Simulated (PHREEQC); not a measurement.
A solution holds 0.00066 mol FeSO4 and 0.00025 mol NaHCO3 per kg of water, at 25 °C. Closed to the air; pH follows from the charge balance.

All values are PHREEQC results (ion-association model, phreeqc.dat), not measurements.

This is a speciation only: nothing precipitates in the calculation.

### Question
Order these C species by the share of C that they hold, largest first: HCO3-, CO3-2, CO2, FeHCO3+, FeCO3.

### Answer
HCO3- (89 %), CO2 (4.7 %), FeHCO3+ (4.3 %), FeCO3 (1.8 %), CO3-2 (0.20 %)

The pH is 7.60 and the ionic strength 0.00267 mol/kgw. Saturation is exceeded, for instance for Siderite; the values hold only as long as no solid forms. Species that the database lacks are ignored.
